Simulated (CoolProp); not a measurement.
Vapour-liquid equilibrium of ethylene (1) + propylene (2) at 0.997 bar; x and y are mole fractions of (1).

Model: multi-fluid Helmholtz-energy mixture model, Smukala 2000 and Lemmon 2013; pair parameters Bell 2016, in CoolProp.

```json
[
 {"x": "0.05", "bubble temperature (°C)": "-57.9", "y at the bubble point": "0.400", "dew temperature at overall composition x (°C)": "-49.0", "liquid density (mol/L)": "14.94"},
 {"x": "0.15", "bubble temperature (°C)": "-71.8", "y at the bubble point": "0.745", "dew temperature at overall composition x (°C)": "-51.3", "liquid density (mol/L)": "15.67"},
 {"x": "0.25", "bubble temperature (°C)": "-80.7", "y at the bubble point": "0.868", "dew temperature at overall composition x (°C)": "-53.7", "liquid density (mol/L)": "16.29"},
 {"x": "0.35", "bubble temperature (°C)": "-86.7", "y at the bubble point": "0.923", "dew temperature at overall composition x (°C)": "-56.4", "liquid density (mol/L)": "16.84"},
 {"x": "0.45", "bubble temperature (°C)": "-91.1", "y at the bubble point": "0.952", "dew temperature at overall composition x (°C)": "-59.4", "liquid density (mol/L)": "17.37"},
 {"x": "0.55", "bubble temperature (°C)": "-94.4", "y at the bubble point": "0.969", "dew temperature at overall composition x (°C)": "-62.9", "liquid density (mol/L)": "17.88"},
 {"x": "0.65", "bubble temperature (°C)": "-97.2", "y at the bubble point": "0.980", "dew temperature at overall composition x (°C)": "-67.0", "liquid density (mol/L)": "18.39"},
 {"x": "0.75", "bubble temperature (°C)": "-99.4", "y at the bubble point": "0.987", "dew temperature at overall composition x (°C)": "-72.1", "liquid density (mol/L)": "18.91"},
 {"x": "0.85", "bubble temperature (°C)": "-101.4", "y at the bubble point": "0.993", "dew temperature at overall composition x (°C)": "-79.1", "liquid density (mol/L)": "19.44"},
 {"x": "0.95", "bubble temperature (°C)": "-103.2", "y at the bubble point": "0.998", "dew temperature at overall composition x (°C)": "-90.8", "liquid density (mol/L)": "19.97"}
]
```

No azeotrope shows between x = 0.05 and 0.95.

The pair parameters rest on a limited set of measurements; away from them the model extrapolates.
